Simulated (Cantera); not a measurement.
# Equilibrium for hydrogen reduction and annealing atmospheres: Cu2O + H2 + N2

A closed system holds: 1 mol Cu2O, a varied amount of H2, 0.47 mol N2, held at 1625 K and 0.200 bar.

These are equilibrium values from Cantera (NASA tables, ideal gas, pure condensed phases), not measurements of a reactor. Candidate condensed phases: Cu, CuO, Cu(OH)2, Cu2O, H2O; 27 gas species. Kinetics and transport are ignored.

From 1.3 mol H2 to 210 mol H2 the condensed part is Cu(l). The main Cu-bearing gas is Cu throughout.

```json
[
 {"n(H2) (mol)": "1.3", "x H2": "0.169", "x H2O": "0.565", "x N2": "0.265", "x Cu": "0.000286", "n Cu(l)": "2.00"},
 {"n(H2) (mol)": "2.3", "x H2": "0.469", "x H2O": "0.361", "x N2": "0.170", "x Cu": "0.000286", "n Cu(l)": "2.00"},
 {"n(H2) (mol)": "4.1", "x H2": "0.678", "x H2O": "0.219", "x N2": "0.103", "x Cu": "0.000286", "n Cu(l)": "2.00"},
 {"n(H2) (mol)": "7.2", "x H2": "0.808", "x H2O": "0.130", "x N2": "0.0613", "x Cu": "0.000286", "n Cu(l)": "2.00"},
 {"n(H2) (mol)": "13", "x H2": "0.890", "x H2O": "0.0742", "x N2": "0.0349", "x Cu": "0.000286", "n Cu(l)": "2.00"},
 {"n(H2) (mol)": "22", "x H2": "0.934", "x H2O": "0.0445", "x N2": "0.0209", "x Cu": "0.000286", "n Cu(l)": "1.99"},
 {"n(H2) (mol)": "39", "x H2": "0.962", "x H2O": "0.0253", "x N2": "0.0119", "x Cu": "0.000286", "n Cu(l)": "1.99"},
 {"n(H2) (mol)": "68", "x H2": "0.978", "x H2O": "0.0146", "x N2": "0.00686", "x Cu": "0.000286", "n Cu(l)": "1.98"},
 {"n(H2) (mol)": "120", "x H2": "0.987", "x H2O": "0.00830", "x N2": "0.00390", "x Cu": "0.000286", "n Cu(l)": "1.97"},
 {"n(H2) (mol)": "210", "x H2": "0.993", "x H2O": "0.00475", "x N2": "0.00223", "x Cu": "0.000286", "n Cu(l)": "1.94"}
]
```
x: gas mole fraction; n: condensed amount in mol.
